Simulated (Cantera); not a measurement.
A closed system holds: 1 mol toluene, 0.12 mol O₂, held at 1248.15 K and 133 Pa.

Cantera equilibrium calculation (NASA polynomials, part measured and part estimated; ideal gas, pure solids and liquids). Candidate condensed phases: C, C₆H₆, C₇H₈, C₈H₁₈, H₂O; 110 gas species. Rates play no part.

Base state: H₂ 0.943, CO 0.0566, CH₄ 1.32e-5, H 1.25e-5 (mole fractions); condensed: C(graphite).

Problem. What changes in the equilibrium state with this change: O₂ from 0.12 to 0.036 mol?

Solution. 
```csv
species,before,after
H₂,0.943,0.982
CO,0.0566,0.0177
CH₄,1.32e-5,1.43e-5
H,1.25e-5,1.27e-5
"C(graphite), mol",6.76,6.93
```
